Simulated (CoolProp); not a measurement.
A simple Rankine cycle with vinyl chloride: condensing at 327.15 K, boiler at 2.64 MPa, turbine inlet 385.3 K, turbine efficiency 0.6, pump efficiency 0.7, no recuperator. Each further row changes one setting.

Model: reference Helmholtz-energy equation of state, Thol 2022, in CoolProp.

```csv
case,thermal efficiency (%),net work (kJ/kg),heat in (kJ/kg),turbine exit temperature (K),volume ratio over the turbine
as stated,6.8,21.7,318,329.8,3.16
turbine inlet 405.3 K,7.1,24.5,347,353.9,3.08
condensing temperature 319.15 K,7.8,25.8,331,…,3.85
boiler pressure 1.85 MPa,5.1,17.2,338,352.2,2.13
turbine efficiency 0.5,…,…,318,333.6,3.22
```

### Question
Fill in the missing entries.

### Answer

- condensing temperature 319.15 K, turbine exit temperature (K): 322.1
- turbine efficiency 0.5, thermal efficiency (%): 5.5
- turbine efficiency 0.5, net work (kJ/kg): 17.6
